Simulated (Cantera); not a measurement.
A freely propagating, adiabatic, planar premixed flame of CH₄ : O₂ : N₂ = 1 : 1.43 : 3.71 (molar parts), equivalence ratio 1.4, unburnt at 300 K and 750 Torr; mixture-averaged transport, grid criteria slope 0.08 and curve 0.16, no radiation.

Cantera simulation using GRI-Mech 3.0 (53 species, 325 reactions); the numbers are that mechanism's predictions, not measurements. Burning velocities carry a grid error of a few per cent, more on coarse grids.

Question: What does this change do: inlet temperature 300 to 548 K?

Answer: 
```tsv
quantity	before	after
laminar burning velocity	42.3 cm/s	121 cm/s
thermal thickness	0.421 mm	0.316 mm
peak x(HCN)	5.46e-5	5.59e-5
peak x(CO)	0.102	0.106
peak x(CH₂O)	0.00143	0.00164
peak x(HCO)	4.42e-5	7.92e-5
```

Question: What does this change do: inlet temperature 300 to 575 K?

Answer: 
```tsv
quantity	before	after
laminar burning velocity	42.3 cm/s	132 cm/s
thermal thickness	0.421 mm	0.308 mm
peak x(HCN)	5.46e-5	5.62e-5
peak x(CO)	0.102	0.106
peak x(CH₂O)	0.00143	0.00166
peak x(HCO)	4.42e-5	8.37e-5
```
